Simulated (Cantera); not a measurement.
A Cantera script and its output.

```python
import numpy as np
import cantera as ct

gas = ct.Solution("gri30.yaml")
gas.TPX = 2025, 14000, {'NO': 1, 'N2': 0.18}
reactor = ct.IdealGasConstPressureReactor(gas, energy="off", clone=False)
net = ct.ReactorNet([reactor])
net.rtol, net.atol = 1e-08, 1e-18
show = ['NO', 'O2', 'N2O', 'N2', 'O', 'NO2']
times = np.geomspace(0.0001, 200, 13)

steps = ct.SolutionArray(gas, extra=["t"])
rows = []
print(f"{'t/s':>10s}{'T/K':>9s}{'P/Pa':>11s}" + "".join(f"{s:>11s}" for s in show))
for t in times:
    while net.time < t:
        t_next = net.step()
        steps.append(gas.state, t=t_next)
    rows.append([np.interp(t, steps.t, y) for y in (steps.T, steps.P, *steps(*show).X.T)])
    print(f"{t:10.3e}{rows[-1][0]:9.1f}{rows[-1][1]:11.4g}" + "".join(f"{x:11.3e}" for x in rows[-1][2:]))
rate = np.gradient(steps.T, steps.t)
print("integrator steps:", len(steps.t))
if steps.T.max() > steps.T[0] + 200:
    print(f"time of steepest temperature rise: {steps.t[rate.argmax()]:.4e} s")
gas.TPX = 2025, 14000, {'NO': 1, 'N2': 0.18}
gas.equilibrate("TP")
print(f"equilibrium (TP): T = {gas.T:.1f} K  " + "  ".join(f"{s} {gas[s].X[0]:.3e}" for s in show))
```

Result:

```
       t/s      T/K       P/Pa         NO         O2        N2O         N2          O        NO2
 1.000e-04   2025.0    1.4e+04  8.474e-01  1.390e-07  1.369e-05  1.525e-01  1.341e-05  8.442e-07
 3.350e-04   2025.0    1.4e+04  8.474e-01  1.583e-06  4.373e-05  1.525e-01  4.222e-05  7.409e-06
 1.122e-03   2025.0    1.4e+04  8.471e-01  2.246e-05  1.250e-04  1.526e-01  1.301e-04  4.319e-05
 3.761e-03   2025.0    1.4e+04  8.461e-01  3.278e-04  2.552e-04  1.529e-01  2.832e-04  1.063e-04
 1.260e-02   2025.0    1.4e+04  8.426e-01  1.998e-03  3.024e-04  1.546e-01  3.267e-04  1.232e-04
 4.221e-02   2025.0    1.4e+04  8.309e-01  7.828e-03  2.907e-04  1.605e-01  3.681e-04  1.441e-04
 1.414e-01   2025.0    1.4e+04  7.908e-01  2.774e-02  2.537e-04  1.805e-01  4.802e-04  1.958e-04
 4.738e-01   2025.0    1.4e+04  6.595e-01  9.319e-02  1.632e-04  2.461e-01  7.301e-04  2.731e-04
 1.587e+00   2025.0    1.4e+04  3.404e-01  2.525e-01  3.902e-05  4.057e-01  1.117e-03  2.298e-04
 5.318e+00   2025.0    1.4e+04  5.816e-02  3.936e-01  1.201e-06  5.468e-01  1.368e-03  4.919e-05
 1.782e+01   2025.0    1.4e+04  1.171e-02  4.169e-01  1.886e-07  5.700e-01  1.404e-03  1.020e-05
 5.970e+01   2025.0    1.4e+04  9.881e-03  4.178e-01  1.766e-07  5.709e-01  1.405e-03  8.615e-06
 2.000e+02   2025.0    1.4e+04  9.880e-03  4.178e-01  1.766e-07  5.709e-01  1.405e-03  8.615e-06
integrator steps: 1081
equilibrium (TP): T = 2025.0 K  NO 9.880e-03  O2 4.178e-01  N2O 1.766e-07  N2 5.709e-01  O 1.405e-03  NO2 8.615e-06
```

Detailed kinetics in Cantera: GRI-Mech 3.0 (53 species, 325 reactions).
